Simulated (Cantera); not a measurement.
A freely propagating, adiabatic, planar premixed flame of CH4 : O2 : N2 = 1 : 1.67 : 5.83 (molar parts), unburnt at 498 K and 390 Torr; mixture-averaged transport, grid criteria slope 0.08 and curve 0.16, no radiation.

Cantera simulation using GRI-Mech 3.0 (53 species, 325 reactions); the numbers are that mechanism's predictions, not measurements. Burning velocities carry a grid error of a few per cent, more on coarse grids.

x: mole fraction of selected species; z is measured from the peak of heat release.

```json
[
 {"z (mm)": "-1.76", "T (K)": "498", "u (m/s)": "1.11", "x CH4": "0.117", "x O2": "0.196", "x H2": "0.00131", "x HCN": "<1e-8", "x NO": "<1e-8", "x CO": "1.94e-6"},
 {"z (mm)": "-1.17", "T (K)": "500", "u (m/s)": "1.12", "x CH4": "0.117", "x O2": "0.196", "x H2": "0.00420", "x HCN": "<1e-8", "x NO": "<1e-8", "x CO": "2.76e-5"},
 {"z (mm)": "-0.881", "T (K)": "507", "u (m/s)": "1.14", "x CH4": "0.116", "x O2": "0.194", "x H2": "0.00823", "x HCN": "<1e-8", "x NO": "2.39e-8", "x CO": "0.000178"},
 {"z (mm)": "-0.587", "T (K)": "571", "u (m/s)": "1.30", "x CH4": "0.111", "x O2": "0.189", "x H2": "0.0169", "x HCN": "(withheld)", "x NO": "2.79e-7", "x CO": "0.00179"},
 {"z (mm)": "-0.294", "T (K)": "1019", "u (m/s)": "2.36", "x CH4": "0.0784", "x O2": "0.152", "x H2": "0.0321", "x HCN": "(withheld)", "x NO": "3.59e-6", "x CO": "0.0187"},
 {"z (mm)": "-0.147", "T (K)": "1454", "u (m/s)": "3.42", "x CH4": "0.0428", "x O2": "0.107", "x H2": "0.0396", "x HCN": "(withheld)", "x NO": "8.65e-6", "x CO": "0.0418"},
 {"z (mm)": "0", "T (K)": "1841", "u (m/s)": "4.39", "x CH4": "0.0113", "x O2": "0.0555", "x H2": "0.0418", "x HCN": "(withheld)", "x NO": "1.79e-5", "x CO": "0.0661"},
 {"z (mm)": "0.147", "T (K)": "2016", "u (m/s)": "4.81", "x CH4": "0.00121", "x O2": "0.0247", "x H2": "0.0370", "x HCN": "(withheld)", "x NO": "3.11e-5", "x CO": "0.0719"},
 {"z (mm)": "0.294", "T (K)": "2059", "u (m/s)": "4.91", "x CH4": "7.14e-5", "x O2": "0.0129", "x H2": "0.0330", "x HCN": "(withheld)", "x NO": "4.20e-5", "x CO": "0.0660"},
 {"z (mm)": "0.587", "T (K)": "2085", "u (m/s)": "4.94", "x CH4": "2.23e-7", "x O2": "0.00750", "x H2": "0.0320", "x HCN": "(withheld)", "x NO": "5.12e-5", "x CO": "0.0572"},
 {"z (mm)": "1.17", "T (K)": "2113", "u (m/s)": "4.99", "x CH4": "<1e-8", "x O2": "0.00604", "x H2": "0.0323", "x HCN": "(withheld)", "x NO": "5.69e-5", "x CO": "0.0532"},
 {"z (mm)": "2.35", "T (K)": "2151", "u (m/s)": "5.07", "x CH4": "<1e-8", "x O2": "0.00499", "x H2": "0.0317", "x HCN": "<1e-8", "x NO": "6.38e-5", "x CO": "0.0523"},
 {"z (mm)": "4.70", "T (K)": "2200", "u (m/s)": "5.17", "x CH4": "<1e-8", "x O2": "0.00369", "x H2": "0.0306", "x HCN": "<1e-8", "x NO": "7.57e-5", "x CO": "0.0517"}
]
```

Task: What belongs in the gaps?

Result: 
- -0.587, x HCN: 1.21e-7
- -0.294, x HCN: 2.04e-6
- -0.147, x HCN: 5.55e-6
- 0, x HCN: 1.17e-5
- 0.147, x HCN: 1.33e-5
- 0.294, x HCN: 7.95e-6
- 0.587, x HCN: 1.87e-6
- 1.17, x HCN: 1.45e-7
